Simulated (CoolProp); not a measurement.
Model: reference Helmholtz-energy equation of state, Lemmon 2006, in CoolProp. It is a short technical equation, of lower accuracy than the large ones.

### Question
For carbonyl sulfide, give the phase and the cp (kJ/(kg K)), Joule-Thomson coefficient (K/MPa) at 149.9 K and 38 bar; 154.7 K and 1.65 bar; 549.6 K and 190 bar.

### Answer
- 149.9 K and 38 bar: liquid; cp 1.20, Joule-Thomson coefficient -0.491
- 154.7 K and 1.65 bar: liquid; cp 1.19, Joule-Thomson coefficient -0.491
- 549.6 K and 190 bar: supercritical; cp 1.26, Joule-Thomson coefficient 3.16
